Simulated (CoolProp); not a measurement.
A single-stage vapour-compression cycle with trans-2-butene: evaporating at 247.15 K (dew point), condensing at 299.15 K (bubble point), superheat 8 K, subcooling 2 K, compressor efficiency 0.75, no pressure losses. Each further row changes one setting.

Computed with CoolProp (reference Helmholtz-energy equation of state, Lemmon 2005). It is a short technical equation, of lower accuracy than the large ones.

```
case                              cooling COP  pressure ratio  discharge temperature (K)  refrigerating effect (kJ/kg)  volumetric capacity (kJ/m³)
--------------------------------  -----------  --------------  -------------------------  ----------------------------  ---------------------------
as stated                                3.00            7.57                      330.4                           329                          283
evaporating temperature 252.15 K         3.46      (withheld)                 (withheld)                    (withheld)                          359
condensing temperature 294.15 K          3.40            6.45                 (withheld)                           341                          293
subcooling 7 K                     (withheld)            7.57                      330.4                           341                          293
superheat 18 K                     (withheld)            7.57                      341.2                           344                          283
compressor efficiency 0.65         (withheld)            7.57                 (withheld)                           329                          283
```

Question: Fill in the missing entries.

Answer: 
- evaporating temperature 252.15 K, pressure ratio: 5.98
- evaporating temperature 252.15 K, discharge temperature (K): 327.1
- evaporating temperature 252.15 K, refrigerating effect (kJ/kg): 336
- condensing temperature 294.15 K, discharge temperature (K): 324.3
- subcooling 7 K, cooling COP: 3.11
- superheat 18 K, cooling COP: 3.01
- compressor efficiency 0.65, cooling COP: 2.60
- compressor efficiency 0.65, discharge temperature (K): 340.0
